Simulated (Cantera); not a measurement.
Input (Python, Cantera):

```python
import numpy as np
import cantera as ct

gas = ct.Solution("gri30.yaml")


def delay(T, t_max=10):
    gas.TPX = T, 160000, {'CH4': 1, 'C2H6': 0.085, 'C3H8': 0.22, 'O2': 3.43, 'N2': 12.9}
    reactor = ct.IdealGasConstPressureReactor(gas, clone=False)
    net = ct.ReactorNet([reactor])
    net.rtol, net.atol = 1e-8, 1e-16
    while net.time < t_max:
        t_old, T_old = net.time, reactor.T
        net.step()
        if reactor.T > T + 400:  # ignition: a rise of 400 K
            return t_old + (T + 400 - T_old) / (reactor.T - T_old) * (net.time - t_old)
    return np.nan


taus = []
for T in [1300, 1350, 1400, 1450, 1500, 1550, 1600, 1650]:
    taus.append(delay(T))
    print(f"T0 = {T:6g} K   tau = {taus[-1]:.4e} s")
```

It prints:

```
T0 =   1300 K   tau = 9.6507e-04 s
T0 =   1350 K   tau = 4.8763e-04 s
T0 =   1400 K   tau = 2.6346e-04 s
T0 =   1450 K   tau = 1.5210e-04 s
T0 =   1500 K   tau = 9.3495e-05 s
T0 =   1550 K   tau = 6.0856e-05 s
T0 =   1600 K   tau = 4.1685e-05 s
T0 =   1650 K   tau = 2.9857e-05 s
```

Detailed kinetics in Cantera: GRI-Mech 3.0 (53 species, 325 reactions). GRI-Mech 3.0 was tuned for natural gas; its chemistry of propane as a main component is partial and can be far from experiment.
